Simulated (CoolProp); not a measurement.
Methane along the isotherm -54.15 °C: density (kg/m³) from the reference equation and from simpler models built on Tc = -82.6 °C, pc = 4.599 MPa, ω = 0.011; each cubic takes its own stable root.

Computed with CoolProp (reference Helmholtz-energy equation of state, Setzmann 1991).

```csv
p (MPa),phase,reference
0.627,gas,5.698
1.25,gas,11.74
1.88,gas,18.30
2.51,gas,25.39
3.14,gas,33.12
3.76,gas,41.48
4.39,gas,50.94
5.02,supercritical,61.58
5.64,supercritical,73.53
6.27,supercritical,87.52
6.9,supercritical,103.7
```

Q: How far does each simpler model (ideal gas, van der Waals, Peng-Robinson) lie from the reference over these 11 states: mean and median of the absolute difference, and the worst?

A: 
- ideal gas: mean 21.0 %, median 20.1 %, worst -41.4 % at -54.15 °C and 6.9 MPa
- van der Waals: mean 1.5 %, median 0.3 %, worst +6.4 % at -54.15 °C and 6.9 MPa
- Peng-Robinson: mean 2.9 %, median 3.3 %, worst +4.3 % at -54.15 °C and 5.64 MPa
